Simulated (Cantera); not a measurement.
Cantera run:

```python
import numpy as np
import cantera as ct

gas_names = [...]  # 109 gases of nasa_gas.yaml made of C, Cl, H, Si
cond_names = """
    C(gr) C6H6(L) C7H8(L) C8H18(L),n-octa Si(cr) Si(L) SiC(b)
""".split()


# ... load() reads the species with a 1 bar reference pressure and builds the phases ...
atoms = {
    'SiH2Cl2': {'Si': 1, 'H': 2, 'CL': 2},
    'C2H2': {'C': 2, 'H': 2},
    'H2': {'H': 2},
}
top_T = {'C(gr)': 4500, 'SiC(b)': 3050}  # K; cautious upper limits of use, not melting points


# ... equilibrate(T, P, feed) seeds the gas with the atoms and calls Mixture.equilibrate('TP', solver="vcs", rtol=1e-11, max_steps=5000) ...
results = []
feed = {'SiH2Cl2': 1, 'C2H2': 0.43, 'H2': 2.1}  # mol
P = 2200  # Pa
for T in [1350, 1400, 1450, 1500, 1550, 1600, 1650, 1700, 1750, 1800, 1850]:
    mix = equilibrate(T, P, feed)
    results.append((T, P, feed, dict(zip(mix.species_names, mix.species_moles))))

top = {s: max(r[3][s] / sum(r[3][g] for g in gas_names) for r in results) for s in gas_names}
cols = sorted((s for s in top if top[s] > 1e-06), key=lambda s: -top[s])[:8]
seen = [c for c in cond_names if any(r[3].get(c, 0) > 1e-12 for r in results)]
print("log10 of partial pressures in bar; condensed amounts in mol")
print(f"{'T/K':>10s}" + "".join(f"{s[:9]:>10s}" for s in cols + seen))
for T, P, feed, n in results:
    ng = sum(n[g] for g in gas_names)
    print(f"{T:10.4g}" + "".join(f"{np.log10(max(n[s] / ng * P / 1e5, 1e-99)):10.3f}" for s in cols)
          + "".join(f"{n.get(c, 0):10.4g}" for c in seen))
```

Output:

```
log10 of partial pressures in bar; condensed amounts in mol
       T/K        H2       HCL     SiCL2     SiCL4     SiCL3         H        CL    SiHCL3    SiC(b)
      1350    -1.868    -2.110    -3.606    -3.532    -3.918    -6.557    -6.878    -4.532      0.86
      1400    -1.874    -2.100    -3.441    -3.745    -3.907    -6.250    -6.560    -4.669      0.86
      1450    -1.879    -2.092    -3.339    -3.999    -3.950    -5.964    -6.266    -4.850      0.86
      1500    -1.882    -2.087    -3.278    -4.276    -4.028    -5.695    -5.994    -5.055      0.86
      1550    -1.884    -2.084    -3.242    -4.558    -4.122    -5.444    -5.742    -5.268      0.86
      1600    -1.885    -2.082    -3.219    -4.837    -4.224    -5.207    -5.506    -5.480      0.86
      1650    -1.886    -2.081    -3.205    -5.107    -4.327    -4.985    -5.286    -5.686    0.8599
      1700    -1.886    -2.081    -3.196    -5.365    -4.428    -4.775    -5.079    -5.884    0.8599
      1750    -1.887    -2.081    -3.189    -5.611    -4.525    -4.577    -4.884    -6.073    0.8598
      1800    -1.887    -2.081    -3.184    -5.845    -4.619    -4.390    -4.700    -6.252    0.8596
      1850    -1.888    -2.082    -3.181    -6.068    -4.708    -4.213    -4.526    -6.423    0.8593
```

Method: chemical equilibrium by Gibbs-energy minimisation in Cantera with the NASA 1993 tables (ideal gas, pure condensed phases). The tables' values for SiCl3, SiCl are old estimates; treat these amounts as uncertain.
